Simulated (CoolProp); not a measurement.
Vapour-liquid equilibrium of R1234yf (1) + isobutane (2) at 0.186 bar; x and y are mole fractions of (1).

Values from CoolProp's multi-fluid Helmholtz-energy mixture model, Lemmon 2022 and Bücker 2006; pair parameters Bell 2016.

```csv
x,bubble temperature (K),y at the bubble point,dew temperature at overall composition x (K),liquid density (mol/L)
0.05,219.2,…,224.1,10.99
0.125,214.8,0.500,…,11.09
0.2,212.8,0.580,221.4,11.15
0.275,211.7,0.621,219.9,11.20
0.35,211.1,0.647,218.4,…
0.425,210.8,0.665,216.6,11.30
0.5,210.5,0.681,214.8,11.36
0.575,210.3,0.699,212.9,11.42
0.65,210.1,0.720,211.1,11.48
0.725,210.0,0.748,210.1,11.55
0.8,210.0,0.787,210.0,11.63
0.875,210.2,0.842,210.3,…
0.95,210.6,…,210.8,…
```

### Question
What belongs in the gaps?

### Answer

- 0.05, y at the bubble point: 0.312
- 0.125, dew temperature at overall composition x (K): 222.8
- 0.35, liquid density (mol/L): 11.25
- 0.875, liquid density (mol/L): 11.71
- 0.95, y at the bubble point: 0.924
- 0.95, liquid density (mol/L): 11.79

y crosses x between x = 0.725 and 0.8: the model has an azeotrope there.

Pair parameters are fitted to limited data, so mixtures are less certain than the pure fluids.
